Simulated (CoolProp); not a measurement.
Vapour-liquid equilibrium of CH2F2 (R32) (1) + R236FA (2) at 217.5 K; x and y are mole fractions of (1).

Model: multi-fluid Helmholtz-energy mixture model, Tillner-Roth 1997 and Pan 2012; pair parameters Bell 2016, in CoolProp.

Question: Give the bubble pressure and the first vapour's composition at x = 0.2, 0.35, 0.95. Is there an azeotrope?

Answer: x = 0.2: 0.02260 MPa, y = 0.813; x = 0.35: 0.03517 MPa, y = 0.900; x = 0.95: 0.07847 MPa, y = 0.995. No azeotrope shows between x = 0.05 and 0.95.

Pair parameters are fitted to limited data, so mixtures are less certain than the pure fluids.
